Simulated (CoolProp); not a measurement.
The numbers come from the reference Helmholtz-energy equation of state, Tillner-Roth 1997 in CoolProp.

Q: Give the vapour pressure (kPa), liquid cp (kJ/(kg K)), surface tension (mN/m), liquid viscosity (µPa s) of saturated CH2F2 (R32) at -38.45, -13.75, -1.45 °C.

A: 
```
T (°C)  p (kPa)  liquid cp (kJ/(kg K))  surface tension (mN/m)  liquid viscosity (µPa s)
------  -------  ---------------------  ----------------------  ------------------------
-38.45      190                   1.61                    18.1                       250
-13.75      511                   1.68                    13.4                       181
-1.45       776                   1.74                    11.2                       155
```

Viscosity comes from a separate model (Bell 2016), an estimate that may be off by 10 % or more. Surface tension comes from a separate correlation (Mulero 2012).
